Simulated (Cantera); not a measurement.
A perfectly stirred reactor is fed with CH₄ : CO₂ : H₂ = 1 : 4.2 : 0.64 (molar parts), at 5.00 bar; it is held at 1350 K, and followed from long to short residence time.

Model: GRI-Mech 3.0 (53 species, 325 reactions), integrated in Cantera.

Problem. Predict: x(CH₄) at τ = 22.0 s; x(CO₂) at τ = 22.0 s; x(H₂) at τ = 22.0 s; x(CH₄) at τ = 0.190 s; x(CO₂) at τ = 0.190 s; x(H₂) at τ = 0.190 s.

Solution. 
| Quantity | Value |
|---|---|
| x(CH₄) at τ = 22.0 s | 0.0756 |
| x(CO₂) at τ = 22.0 s | 0.467 |
| x(H₂) at τ = 22.0 s | 0.0504 |
| x(CH₄) at τ = 0.190 s | 0.169 |
| x(CO₂) at τ = 0.190 s | 0.706 |
| x(H₂) at τ = 0.190 s | 0.100 |
